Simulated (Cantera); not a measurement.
An adiabatic, constant-pressure homogeneous reactor starts with 31.1 % CO, 10.9 % H2, 2.37 % CH4, 11.7 % O2, 43.9 % N2, equivalence ratio 2.2, at 1723 K and 3530 Torr.

Detailed kinetics in Cantera: GRI-Mech 3.0 (53 species, 325 reactions).

x: mole fraction; the columns are a selection and need not sum to one.

```
t (s)     T (K)   x CO    x H2     x CH4    x HCN     x CH2      x NO   x H2O
--------  -----  -----  ------  --------  -------  --------  --------  ------
3.00e-6    1774  0.311   0.102    0.0182        …   1.82e-5   1.38e-8  0.0108
1.01e-5    2634  0.261  0.0436    <1e-12        …  1.22e-12  0.000111  0.0907
3.37e-5    2925  0.261  0.0424  1.49e-12        …  6.11e-12  0.000532   0.108
0.000113   2963  0.261  0.0425  2.54e-12        …  8.42e-12   0.00154   0.110
0.000378   2956  0.262  0.0429  2.67e-12        …  8.39e-12   0.00308   0.110
0.00127    2955  0.262  0.0430  2.70e-12  1.40e-7  8.38e-12   0.00345   0.110
0.00424    2955  0.262  0.0430  2.70e-12  1.40e-7  8.38e-12   0.00345   0.110
0.0142     2955  0.262  0.0430  2.70e-12  1.40e-7  8.38e-12   0.00345   0.110
0.0476     2955  0.262  0.0430  2.70e-12  1.40e-7  8.38e-12   0.00345   0.110
0.160      2955  0.262  0.0430  2.70e-12  1.40e-7  8.38e-12   0.00345   0.110
0.535      2955  0.262  0.0430  2.70e-12  1.40e-7  8.38e-12   0.00345   0.110
1.79       2955  0.262  0.0430  2.70e-12  1.40e-7  8.38e-12   0.00345   0.110
6.00       2955  0.262  0.0430  2.70e-12  1.40e-7  8.38e-12   0.00345   0.110
```

Problem. Some entries are withheld; supply them.

Solution. 
- 3.00e-6, x HCN: 1.97e-8
- 1.01e-5, x HCN: 1.72e-9
- 3.37e-5, x HCN: 2.36e-8
- 0.000113, x HCN: 7.36e-8
- 0.000378, x HCN: 1.27e-7
